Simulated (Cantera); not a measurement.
Feed: 1 mol BN, 2.6 mol Cl₂, at 1373 K and 0.560 bar.

Equilibrium computed with Cantera from the NASA thermochemical tables; the gas is ideal and each condensed phase is pure. Candidate condensed phases: B, BN; 10 gas species. Rates play no part.

Q: What is the equilibrium state?

A: 
```
Quantity                             Value
-------------------------------  ---------
x(Cl₂)                               0.409
x(BCl₃)                              0.381
x(N₂)                                0.190
x(Cl)                               0.0197
gas amount                       2.626 mol
log10 activity of B(s) (absent)     -12.40
```
